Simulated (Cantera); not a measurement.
Charge: 1 mol Si2H6, 0.92 mol CO2, 0.12 mol H2, held at 1373.15 K and 0.0133 bar.

Method: chemical equilibrium by Gibbs-energy minimisation in Cantera with the NASA 1993 tables (ideal gas, pure condensed phases). Candidate condensed phases: C, C6H6, C7H8, C8H18, H2O, Si, SiC, SiO2; 123 gas species. The feed counts by its element totals alone. Mutual solubility and eutectic melting of coexisting phases are not modelled. The tables hold silica as quartz up to 1696 K and as liquid above; real silica turns to tridymite and cristobalite and melts near 1996 K. The numbers say what is thermodynamically allowed, not how fast it happens.

### Question
What is the equilibrium state?

### Answer
| Quantity | Result |
|---|---|
| x(H2) | 0.997 |
| x(SiO) | 0.00310 |
| x(CO) | 5.08e-5 |
| x(H) | 2.89e-5 |
| n(Si(s)) | 0.155 mol |
| n(SiC(s)) | 0.920 mol |
| n(SiO2(β-quartz)) | 0.915 mol |
| gas amount | 3.130 mol |
| log10 activity of C(graphite) (absent) | -2.37 |
